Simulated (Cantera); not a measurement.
A perfectly stirred reactor is fed with 3.60 % CH4, 94.6 % H2, 1.80 % H, at 0.0267 bar; it is held at 2075 K, and followed from long to short residence time.

Computed with Cantera and GRI-Mech 3.0 (53 species, 325 reactions). GRI-Mech 3.0 stops at C3 and has no aromatics, soot or wall deposition, so with more carbon than oxygen in the feed, carbon stays in small species such as C2H2 where larger ones or solid carbon would form. Radical loss at walls, strong at low pressure, is not modelled.

One state of this run: x CH4 = 0.0250; x H2 = 0.957; x H = 0.0100; x C2H2 = 0.00263; x C2H4 = 0.000233. x: mole fraction; the columns are a selection and need not sum to one.

Which value of τ (s) does it belong to?
A) 0.89
B) 0.00089
C) 0.028
D) 0.0089

B, 0.00089
